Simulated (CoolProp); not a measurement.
Saturated liquid density (kg/m³) of nitrogen: the reference equation beside estimates from Tc = 126.2 K, pc = 3.396 MPa, ω = 0.037.

The numbers come from the reference Helmholtz-energy equation of state, Span 2000 in CoolProp.

```tsv
T (K)	reference	van der Waals	Soave-Redlich-Kwong	Peng-Robinson
76.5	810.0	556.5	811.7	916.8
79.2	797.6	548.1	798.0	901.8
81.8	785.5	539.8	784.1	886.6
84.4	773.1	531.2	769.7	870.8
87.1	759.8	521.9	754.0	853.4
89.7	746.6	512.6	738.2	835.9
92.4	732.4	502.5	720.9	816.7
95	718.3	492.4	703.5	797.1
97.7	703.0	481.4	684.3	775.6
100.3	687.5	470.2	664.8	753.5
102.9	671.3	458.4	644.1	730.0
105.6	653.4	445.4	621.2	703.8
108.2	635.0	432.0	597.6	676.6
```

Absolute difference from the reference over all 13 rows, mean and median: van der Waals 31.5 and 31.4 %, Soave-Redlich-Kwong 2.1 and 1.6 %, Peng-Robinson 10.9 and 11.5 %.
